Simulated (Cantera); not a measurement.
CuO + H₂ (hydrogen reduction and annealing atmospheres)

Feed: 1 mol CuO, 42 mol H₂, equilibrated at 1300 K and 100000 Pa.

Cantera equilibrium calculation (NASA polynomials, part measured and part estimated; ideal gas, pure solids and liquids). Candidate condensed phases: Cu, CuO, Cu(OH)₂, Cu₂O, H₂O; 12 gas species. Equilibrium is a limit: real reactors are often held back by kinetics, nucleation or transport.

| Item | Value |
|---|---|
| x(H₂) | 0.976 |
| x(H₂O) | 0.0238 |
| x(H) | 1.09e-6 |
| n(Cu(s)) | 1.000 mol |
| gas amount | 42.00 mol |
| log10 activity of Cu(OH)₂(s) (absent) | -12.21 |
